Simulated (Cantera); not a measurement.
## B₂O₃ + H₂O + H₂ (boron, boron nitride and boron oxide)

Feed: 1 mol B₂O₃, 0.51 mol H₂O, 110 mol H₂, held at 1875 °C and 383 Torr.

Method: chemical equilibrium by Gibbs-energy minimisation in Cantera with the NASA 1993 tables (ideal gas, pure condensed phases). Candidate condensed phases: B, B₂O₃, B₃O₃H₃, H₂O; 23 gas species. Kinetics and transport are ignored.

```yaml
x(H₂): 0.971
x(HBO): 0.00881
x(HBO₂): 0.00637
x(H₂O): 0.00629
x(H): 0.00575
x(B₂O₃): 0.000838
x(BO): 0.000663
x(B₂O₂): 0.000177
x(BO₂): 5.85e-6
gas_amount: 111.9 mol
log10 activity of B(s) (absent): -2.88
```
